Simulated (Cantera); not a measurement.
A closed system holds: 1 mol CuO, a varied amount of C, 0.024 mol CO, at 1252 °C and 10.0 Torr.

Cantera equilibrium calculation (NASA polynomials, part measured and part estimated; ideal gas, pure solids and liquids). Candidate condensed phases: C, Cu, CuO, Cu2O; 15 gas species. Each liquid is taken as pure. Mutual solubility and eutectic melting of coexisting phases are not modelled. Rates play no part.

x: gas mole fraction; n: condensed amount in mol.

```
n(C) (mol)      x CO    x CO2    x O2      x Cu      x O    x CuO    x Cu2  n Cu(l)  n Cu2O(l)  n C(graphite)
----------  --------  -------  ------  --------  -------  -------  -------  -------  ---------  -------------
0.42        0.000560    0.987  0.0117  0.000933  5.30e-6  2.25e-6  4.29e-7    0.748      0.126              0
1              0.999  7.11e-6  <1e-12  0.000933   <1e-12   <1e-12  4.29e-7    0.999          0              0
1.6            0.999  7.11e-6  <1e-12  0.000933   <1e-12   <1e-12  4.29e-7    0.999          0            [?]
2.2            0.999  7.11e-6  <1e-12  0.000933   <1e-12   <1e-12  4.29e-7    0.999          0            [?]
2.9            0.999  7.11e-6  <1e-12  0.000933   <1e-12   <1e-12  4.29e-7    0.999          0            [?]
3.5            0.999  7.11e-6  <1e-12  0.000933   <1e-12   <1e-12  4.29e-7    0.999          0            [?]
4.1            0.999  7.11e-6  <1e-12  0.000933   <1e-12   <1e-12  4.29e-7    0.999          0            [?]
4.7            0.999  7.11e-6  <1e-12  0.000933   <1e-12   <1e-12  4.29e-7    0.999          0            [?]
5.3            0.999  7.11e-6  <1e-12  0.000933   <1e-12   <1e-12  4.29e-7    0.999          0            [?]
5.9            0.999  7.11e-6  <1e-12  0.000933   <1e-12   <1e-12  4.29e-7    0.999          0            [?]
6.5            0.999  7.11e-6  <1e-12  0.000933   <1e-12   <1e-12  4.29e-7    0.999          0            [?]
```

Problem. What belongs in the gaps?

Solution. 
- 1.6, n C(graphite): 0.600
- 2.2, n C(graphite): 1.20
- 2.9, n C(graphite): 1.90
- 3.5, n C(graphite): 2.50
- 4.1, n C(graphite): 3.10
- 4.7, n C(graphite): 3.70
- 5.3, n C(graphite): 4.30
- 5.9, n C(graphite): 4.90
- 6.5, n C(graphite): 5.50
